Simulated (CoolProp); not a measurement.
Vapour-liquid equilibrium of CHF3 (R23) (1) + sulfur hexafluoride (2) at 1720 kPa; x and y are mole fractions of (1).

The numbers come from the multi-fluid Helmholtz-energy mixture model, Penoncello 2003 and Guder 2009; pair parameters Bell 2016 in CoolProp.

```
x      bubble temperature, mixture model (K)  bubble temperature, Raoult's law (K)  y, mixture model  y, Raoult's law
-----  -------------------------------------  ------------------------------------  ----------------  ---------------
0.05                                   279.8                                 283.3             0.131            0.095
0.125                                  273.9                                 280.6             0.277            0.221
0.2                                    269.7                                 278.2             0.379            0.332
0.275                                  266.7                                 276.0             0.455            0.430
0.35                                   264.6                                 273.9             0.515            0.518
0.425                                  262.9                                 271.9             0.566            0.596
0.5                                    261.7                                 270.1             0.613            0.666
0.575                                  260.7                                 268.3             0.658            0.730
0.65                                   260.0                                 266.7             0.704            0.788
0.725                                  259.5                                 265.1             0.753            0.841
0.8                                    259.2                                 263.6             0.807            0.889
0.875                                  259.2                                 262.2             0.869            0.934
0.95                                   259.6                                 260.9             0.943            0.974
```

The largest gap from Raoult's law is -9.3 K in bubble temperature, at x = 0.35. y crosses x between x = 0.8 and 0.875: the model has an azeotrope there.

Pair parameters are fitted to limited data, so mixtures are less certain than the pure fluids.
